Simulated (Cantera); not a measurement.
A closed system holds: 1 mol SiO₂, 0.33 mol C, 0.013 mol CO, held at 383 Torr.

Equilibrium computed with Cantera from the NASA thermochemical tables; the gas is ideal and each condensed phase is pure. Candidate condensed phases: C, Si, SiC, SiO₂; 20 gas species. The tables hold silica as quartz up to 1696 K and as liquid above; real silica turns to tridymite and cristobalite and melts near 1996 K. Kinetics and transport are ignored.

**Question.** Which condensed phases are stable at each of these points (T (°C)): 977, 1027, 1077, 1127, 1177, 1227, 1277, 1327, 1377, 1427?

**Answer.** 
| T (°C) | condensed phases | Si condensed (%) |
|---|---|---|
| 977 | C(graphite) + SiO₂(β-quartz) | 100.0 |
| 1027 | C(graphite) + SiO₂(β-quartz) | 100.0 |
| 1077 | C(graphite) + SiO₂(β-quartz) | 100.0 |
| 1127 | C(graphite) + SiO₂(β-quartz) | 100.0 |
| 1177 | C(graphite) + SiO₂(β-quartz) | 100.0 |
| 1227 | C(graphite) + SiO₂(β-quartz) | 100.0 |
| 1277 | C(graphite) + SiO₂(β-quartz) | 100.0 |
| 1327 | C(graphite) + SiO₂(β-quartz) | 100.0 |
| 1377 | C(graphite) + SiO₂(β-quartz) | 100.0 |
| 1427 | C(graphite) + SiO₂(condensed) | 100.0 |

From 977 °C to 1377 °C the condensed part is C(graphite) + SiO₂(β-quartz). At 1427 °C the condensed part is C(graphite) + SiO₂(condensed).
